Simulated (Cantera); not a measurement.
A closed system holds: 1 mol SiH₄, 0.15 mol H₂O, 0.089 mol O₂, equilibrated at 1125 °C and 0.000130 bar.

Cantera equilibrium calculation (NASA polynomials, part measured and part estimated; ideal gas, pure solids and liquids). Candidate condensed phases: H₂O, Si, SiO₂; 18 gas species. Equilibrium is a limit: real reactors are often held back by kinetics, nucleation or transport.

### Question
What is the equilibrium state?

### Answer
```
Quantity        Value
----------  ---------
x(H₂)           0.867
x(SiO)          0.132
x(H)         0.000387
x(Si)         6.02e-6
n(Si(s))    0.672 mol
gas amount  2.478 mol
```
